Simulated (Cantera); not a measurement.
An adiabatic, constant-pressure homogeneous reactor starts with CH4 : C2H6 : C3H8 : O2 : N2 : H2 = 1 : 0.27 : 1.2 : 6.39 : 58.1 : 0.42 (molar parts), equivalence ratio 1.4, at 1725 K and 1000000 Pa.

Detailed kinetics in Cantera: GRI-Mech 3.0 (53 species, 325 reactions). GRI-Mech 3.0 was tuned for natural gas; its chemistry of propane as a main component is partial and can be far from experiment.

**Question.** Predict: time of steepest temperature rise; temperature at 8.00 s; equilibrium temperature; x(HCO) at 8.00 s; x(O) at 8.00 s; x(NO) at 8.00 s; x(OH) at 8.00 s.

**Answer.** 
```json
{
 "time_of_steepest_temperature_rise": "7.60 µs",
 "temperature at 8.00 s": "2546 K",
 "equilibrium_temperature": "2546 K",
 "x(HCO) at 8.00 s": "1.08e-7 (gas-phase equilibrium 1.08e-7)",
 "x(O) at 8.00 s": "3.96e-5 (gas-phase equilibrium 3.96e-5)",
 "x(NO) at 8.00 s": "0.000381 (gas-phase equilibrium 0.000381)",
 "x(OH) at 8.00 s": "0.00105 (gas-phase equilibrium 0.00105)"
}
```
